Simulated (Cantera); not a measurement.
## Stirred combustor or abatement burner

A perfectly stirred reactor is fed with 13.4 % CH4, 0.576 % H2, 18.1 % O2, 67.9 % N2, at 23000 Pa; it is adiabatic with a 575 K inlet, and is followed from long to short residence time, starting on the burning branch (τ in s: 0.11, 0.054, 0.027, 0.014, 0.0068, 0.0034, 0.0017, 0.00085, 0.00043, 0.00021, 0.00011, 5.3e-05, 2.7e-05).

Computed with Cantera and GRI-Mech 3.0 (53 species, 325 reactions).

```tsv
τ (s)	T (K)	x CH4	x H2	x O2	x CH2CO	x CH2	x NO	x C2H2
0.11	2070	3.78e-5	0.0783	0.000142	3.76e-8	1.50e-6	0.000255	1.32e-6
0.054	2063	5.85e-5	0.0781	0.000227	6.88e-8	2.59e-6	0.000258	3.08e-6
0.027	2057	9.61e-5	0.0778	0.000368	1.43e-7	4.51e-6	0.000256	7.85e-6
0.014	2051	0.000164	0.0775	0.000603	3.27e-7	7.80e-6	0.000247	2.06e-5
0.0068	2043	0.000310	0.0769	0.00109	8.99e-7	1.44e-5	0.000226	6.06e-5
0.0034	2032	0.000585	0.0759	0.00202	2.41e-6	2.53e-5	0.000187	0.000159
0.0017	2010	0.00112	0.0745	0.00388	6.18e-6	4.22e-5	0.000130	0.000355
0.00085	1966	0.00226	0.0727	0.00793	1.59e-5	6.45e-5	6.97e-5	0.000680
0.00043	575	0.134	0.00576	0.181	<1e-12	<1e-12	<1e-12	<1e-12
0.00021	575	0.134	0.00576	0.181	<1e-12	<1e-12	<1e-12	<1e-12
0.00011	575	0.134	0.00576	0.181	<1e-12	<1e-12	<1e-12	<1e-12
5.3e-5	575	0.134	0.00576	0.181	<1e-12	<1e-12	<1e-12	<1e-12
2.7e-5	575	0.134	0.00576	0.181	<1e-12	<1e-12	<1e-12	<1e-12
```
x: mole fraction; the columns are a selection and need not sum to one.
